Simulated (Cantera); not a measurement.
Input (Python, Cantera) and output of one run.

```python
import numpy as np
import cantera as ct

gas_names = """
    H HO2 H2 H2O H2O2 H2S H2SO4 O OH O2 O3 S SH SO SO2 SO3 S2 S2O S8
""".split()
cond_names = """
    H2O(s) H2O(L) H2SO4(L) S(cr1) S(cr2) S(L)
""".split()


# ... load() reads the species with a 1 bar reference pressure and builds the phases ...
atoms = {
    'SO2': {'S': 1, 'O': 2},
    'H2': {'H': 2},
}
top_T = {}  # K; cautious upper limits of use, not melting points


# ... equilibrate(T, P, feed) seeds the gas with the atoms and calls Mixture.equilibrate('TP', solver="vcs", rtol=1e-11, max_steps=5000) ...
results = []
T = 1700  # K
P = 520000  # Pa
for m in [0.47, 0.58, 0.71, 0.87, 1.1, 1.3, 1.6, 2, 2.4, 3, 3.6, 4.4, 5.4]:
    feed = {'SO2': 1, 'H2': m}  # mol
    mix = equilibrate(T, P, feed)
    results.append((T, P, feed, dict(zip(mix.species_names, mix.species_moles))))

top = {s: max(r[3][s] / sum(r[3][g] for g in gas_names) for r in results) for s in gas_names}
cols = sorted((s for s in top if top[s] > 0.001), key=lambda s: -top[s])[:5]
seen = [c for c in cond_names if any(r[3].get(c, 0) > 1e-12 for r in results)]
print("log10 of partial pressures in bar; condensed amounts in mol")
print(f"{'n(H2)':>10s}" + "".join(f"{s[:9]:>10s}" for s in cols + seen))
for T, P, feed, n in results:
    ng = sum(n[g] for g in gas_names)
    print(f"{feed['H2']:10.4g}" + "".join(f"{np.log10(max(n[s] / ng * P / 1e5, 1e-99)):10.3f}" for s in cols)
          + "".join(f"{n.get(c, 0):10.4g}" for c in seen))
```

It prints:

```
log10 of partial pressures in bar; condensed amounts in mol
     n(H2)       H2O       SO2        H2       H2S        S2
      0.47     0.224     0.473    -1.175    -1.214    -0.457
      0.58     0.286     0.418    -1.071    -1.081    -0.398
      0.71     0.340     0.355    -0.972    -0.956    -0.347
      0.87     0.390     0.276    -0.872    -0.834    -0.302
       1.1     0.440     0.159    -0.753    -0.695    -0.261
       1.3     0.470     0.054    -0.665    -0.596    -0.241
       1.6     0.500    -0.117    -0.547    -0.473    -0.230
         2     0.519    -0.380    -0.400    -0.335    -0.246
       2.4     0.518    -0.698    -0.256    -0.218    -0.300
         3     0.486    -1.256    -0.049    -0.091    -0.461
       3.6     0.435    -1.802     0.117    -0.035    -0.681
       4.4     0.362    -2.397     0.267    -0.034    -0.980
       5.4     0.279    -2.944     0.380    -0.077    -1.292
```

These are equilibrium values from Cantera (NASA tables, ideal gas, pure condensed phases), not measurements of a reactor.
